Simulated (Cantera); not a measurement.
A closed system holds: 1 mol SiHCl3, 130 mol H2, at 1375 K and 660 Pa.

Equilibrium computed with Cantera from the NASA thermochemical tables; the gas is ideal and each condensed phase is pure. The tables' values for SiCl3 are old estimates; treat these amounts as uncertain. Rates play no part.

```json
[
 {"species": "H2", "before": "0.978", "after": "0.988"},
 {"species": "HCl", "before": "0.0203", "after": "0.0116"},
 {"species": "SiCl2", "before": "0.00121", "after": "0.000393"},
 {"species": "SiCl3", "before": "1.21e-5", "after": "2.24e-6"},
 {"species": "H", "before": "4.17e-5", "after": "4.19e-5"},
 {"species": "Si(s), mol", "before": "0.838", "after": "0.904"}
]
```
Gas species are given as mole fractions.

Question: What was changed between the two runs?
A. H2 from 130 to 240 mol
B. H2 from 130 to 10 mol
C. H2 from 130 to 3.9 mol
D. H2 from 130 to 5 mol

Answer: A, H2 from 130 to 240 mol
